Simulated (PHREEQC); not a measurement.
0.013 g of hydrous ferric oxide (600 m²/g; 0.2 weak and 0.005 strong sites per Fe, Dzombak-Morel constants, diffuse double layer) in 1 kg of water with 0.001 mol/kgw of an inert sodium salt and 5e-07 mol ZnSO4, at 25 °C; the pH is set by adding NaOH or the inert anion's acid. Oxygen is held at 0.21 atm. CO2 from the air is kept out. No solid was allowed to form.

The series has 17 steps of pH, from 4 to 10.

Computed with PHREEQC (ion-association model, wateq4f.dat).

Problem. Near which pH is half of the S sorbed, and on which side is more sorbed?

Solution. Near pH 6.1, with more sorbed at lower pH.

Problem. Near which pH is half of the Zn sorbed, and on which side is more sorbed?

Solution. Near pH 6.8, with more sorbed at higher pH.

Species that the database lacks are ignored.
